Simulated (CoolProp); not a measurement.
Vapour-liquid equilibrium of propane (1) + isopentane (2) at 292.6 K; x and y are mole fractions of (1).

Computed with CoolProp (multi-fluid Helmholtz-energy mixture model, Lemmon 2009 and Lemmon 2006; pair parameters Kunz 2012).

```csv
x,bubble pressure (bar),y at the bubble point,dew pressure at overall composition x (bar),liquid density (mol/L)
0.05,1.194,0.389,0.7891,8.693
0.15,2.007,(withheld),0.8772,(withheld)
0.25,2.758,0.773,0.9870,9.149
0.35,3.474,0.836,1.128,9.425
0.45,4.176,0.879,1.314,9.727
0.55,4.876,0.910,1.572,10.05
0.65,(withheld),0.935,1.953,10.38
0.75,(withheld),0.956,2.564,10.70
0.85,7.046,0.975,3.678,11.00
0.95,7.829,0.992,6.075,11.26
```

Problem. Complete the blanks.

Solution. 
- 0.15, y at the bubble point: 0.661
- 0.15, liquid density (mol/L): 8.903
- 0.65, bubble pressure (bar): 5.582
- 0.75, bubble pressure (bar): 6.303

No azeotrope shows between x = 0.05 and 0.95.

Pair parameters are fitted to limited data, so mixtures are less certain than the pure fluids. The gap from Raoult's law changes sign with composition, which may be real or a fault of the pair parameters; it wasn't checked against measurements.
